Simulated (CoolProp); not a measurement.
Vapour-liquid equilibrium of propane (1) + dimethyl ether (2) at 199.1 K; x and y are mole fractions of (1).

Model: multi-fluid Helmholtz-energy mixture model, Lemmon 2009 and Wu 2011; pair parameters Bell 2016, in CoolProp.

```json
[
 {"x": "0.05", "bubble pressure, mixture model (MPa)": "0.008318", "bubble pressure, Raoult's law (MPa)": "0.006950", "y, mixture model": "0.276", "y, Raoult's law": "0.137"},
 {"x": "0.15", "bubble pressure, mixture model (MPa)": "0.01130", "bubble pressure, Raoult's law (MPa)": "0.008230", "y, mixture model": "0.513", "y, Raoult's law": "0.348"},
 {"x": "0.25", "bubble pressure, mixture model (MPa)": "0.01334", "bubble pressure, Raoult's law (MPa)": "0.009509", "y, mixture model": "0.621", "y, Raoult's law": "0.502"},
 {"x": "0.35", "bubble pressure, mixture model (MPa)": "0.01478", "bubble pressure, Raoult's law (MPa)": "0.01079", "y, mixture model": "0.685", "y, Raoult's law": "0.620"},
 {"x": "0.45", "bubble pressure, mixture model (MPa)": "0.01584", "bubble pressure, Raoult's law (MPa)": "0.01207", "y, mixture model": "0.731", "y, Raoult's law": "0.712"},
 {"x": "0.55", "bubble pressure, mixture model (MPa)": "0.01668", "bubble pressure, Raoult's law (MPa)": "0.01335", "y, mixture model": "0.769", "y, Raoult's law": "0.787"},
 {"x": "0.65", "bubble pressure, mixture model (MPa)": "0.01739", "bubble pressure, Raoult's law (MPa)": "0.01463", "y, mixture model": "0.806", "y, Raoult's law": "0.849"},
 {"x": "0.75", "bubble pressure, mixture model (MPa)": "0.01802", "bubble pressure, Raoult's law (MPa)": "0.01591", "y, mixture model": "0.846", "y, Raoult's law": "0.901"},
 {"x": "0.85", "bubble pressure, mixture model (MPa)": "0.01856", "bubble pressure, Raoult's law (MPa)": "0.01718", "y, mixture model": "0.895", "y, Raoult's law": "0.945"},
 {"x": "0.95", "bubble pressure, mixture model (MPa)": "0.01897", "bubble pressure, Raoult's law (MPa)": "0.01846", "y, mixture model": "0.959", "y, Raoult's law": "0.983"}
]
```

The largest gap from Raoult's law is +40.3 % in bubble pressure, at x = 0.25. No azeotrope shows between x = 0.05 and 0.95.

The pair parameters rest on a limited set of measurements; away from them the model extrapolates.
